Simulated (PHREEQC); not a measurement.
**Copper plating or etch bath**

Dissolve 110 mmol/kgw CuSO4, 2.6 mmol/kgw H2SO4 and 1.3 mmol/kgw FeCl3 at 25 °C. Closed to the air; pH follows from the charge balance.

Equilibrium calculation in PHREEQC: ion-association model, phreeqc.dat.

This is a speciation only: nothing precipitates in the calculation.

Q: Predict the pH, density, ionic strength.

A: pH 2.79; density 1.015 g/cm³; ionic strength 0.229 mol/kgw.

Q: In which forms is Cl present?

A: Cl- 95 %, CuCl+ 4.6 % of the Cl.

Saturation is exceeded, for instance for Hematite (slow to form), Goethite (slow to form); the values hold only as long as no solid forms.
